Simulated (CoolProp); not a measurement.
Values from CoolProp's reference Helmholtz-energy equation of state, de Reuck 1993.

**Question.** For methanol, give the phase and the conductivity (mW/(m K)) at 249.25 °C and 214 kPa; 261.15 °C and 21.5 kPa; 261.45 °C and 930 kPa.

**Answer.** 
- 249.25 °C and 214 kPa: gas; conductivity 41.6
- 261.15 °C and 21.5 kPa: gas; conductivity 42.9
- 261.45 °C and 930 kPa: gas; conductivity 44.6

Thermal conductivity comes from a separate model (Sykioti 2013).
